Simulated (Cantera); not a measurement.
# Ignition delay

Mixture: H2 : O2 : N2 = 1 : 0.238 : 1.48 (molar parts), equivalence ratio 2.1, at 4.93 atm, adiabatic and at constant pressure. Ignition delay is the time to a rise of 400 K.

Model: the H2/O2 subset of GRI-Mech 3.0, which has no nitrogen chemistry, integrated in Cantera. The hydrogen kinetics of GRI-Mech 3.0 are dated; newer H2 mechanisms differ, most at raised pressure.

```csv
T0 (K),delay (ms)
1048,2.64
1098,0.522
1148,0.0716
1198,0.0241
1248,0.0143
1298,0.00997
```

```yaml
apparent activation energy between 1198 and 1298 K: 110 kJ/mol
```
